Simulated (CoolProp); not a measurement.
The numbers come from the reference Helmholtz-energy equation of state, McLinden 2015 in CoolProp.

Problem. For the fluoroketone C6F12O (FK-5-1-12), give the phase and the cp (kJ/(kg K)), isothermal compressibility (1/MPa), expansivity (1/kK) at 175.2 K and 4650 kPa; 270.5 K and 32.3 kPa; 323.8 K and 947 kPa.

Solution. 
- 175.2 K and 4650 kPa: liquid; cp 1.15, isothermal compressibility 0.000749, expansivity 1.38
- 270.5 K and 32.3 kPa: liquid; cp 1.09, isothermal compressibility 0.00211, expansivity 1.68
- 323.8 K and 947 kPa: liquid; cp 1.12, isothermal compressibility 0.00434, expansivity 2.11
